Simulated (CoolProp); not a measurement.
The numbers come from the reference Helmholtz-energy equation of state, Gedanitz 2015 in CoolProp.

Give the vapour pressure (bar), liquid density (kg/m³), vapour density (kg/m³), liquid cp (kJ/(kg K)) of saturated cyclopentane at 357.7, 377.6 K.


```
T (K)  p (bar)  liquid density (kg/m³)  vapour density (kg/m³)  liquid cp (kJ/(kg K))
-----  -------  ----------------------  ----------------------  ---------------------
357.7     2.84                     677                    7.23                   2.13
377.6     4.62                     654                    11.5                   2.25
```
